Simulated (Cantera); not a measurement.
An adiabatic, constant-pressure homogeneous reactor starts with CH4 : O2 : N2 : H2 = 1 : 2.6 : 9.77 : 0.04 (molar parts), equivalence ratio 0.78, at 1725 K and 1.09 atm.

Model: GRI-Mech 3.0 (53 species, 325 reactions), integrated in Cantera.

### Question
Predict: time of steepest temperature rise; temperature at 0.800 s; equilibrium temperature; x(O2) at 0.800 s; x(H2O) at 0.800 s; x(CO2) at 0.800 s; x(OH) at 0.800 s.

### Answer
| Item | Value |
|---|---|
| time of steepest temperature rise | 0.148 ms |
| temperature at 0.800 s | 2746 K |
| equilibrium temperature | 2746 K |
| x(O2) at 0.800 s | 0.0441 (gas-phase equilibrium 0.0441) |
| x(H2O) at 0.800 s | 0.124 (gas-phase equilibrium 0.124) |
| x(CO2) at 0.800 s | 0.0467 (gas-phase equilibrium 0.0467) |
| x(OH) at 0.800 s | 0.0214 (gas-phase equilibrium 0.0214) |
